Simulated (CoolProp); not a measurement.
The fluid at 394.33 K and 1.56 MPa flows at 0.16 m/s in a round tube of 1 mm bore and 1.5 µm roughness, fully developed (64/Re and Nu = 3.66 if laminar; Colebrook and Gnielinski if turbulent). The same conditions are run with several fluids, on thermodynamics alone (safety and materials aside).

Computed with CoolProp (reference Helmholtz-energy equation of state of each fluid (R236EA: Rui 2013; R227EA: Lemmon 2016; C3F8 (R218): Lemmon 2006; R152A: Outcalt 1996; sulfur hexafluoride: Guder 2009)).

Question: Rank R236EA, R227EA, C3F8 (R218), R152A, sulfur hexafluoride by Reynolds number, highest first.

Answer: R236EA (983), R227EA (966), C3F8 (R218) (954), sulfur hexafluoride (592), R152A (387)

```tsv
fluid	Darcy friction factor	pressure drop (Pa/m)	heat-transfer coefficient (W/(m² K))	mass flow (kg/h)
R236EA	0.0651	77.4	84.5	0.0420
R227EA	0.0663	82.6	82.3	0.0441
C3F8 (R218)	0.0671	88.4	79.8	0.0466
R152A	0.165	76.3	90.9	0.0163
sulfur hexafluoride	0.108	103	78.6	0.0337
```

Transport values come from each fluid's own correlations; those of R236EA, R227EA, C3F8 (R218), R152A are estimates that may be off by 10 % or more.
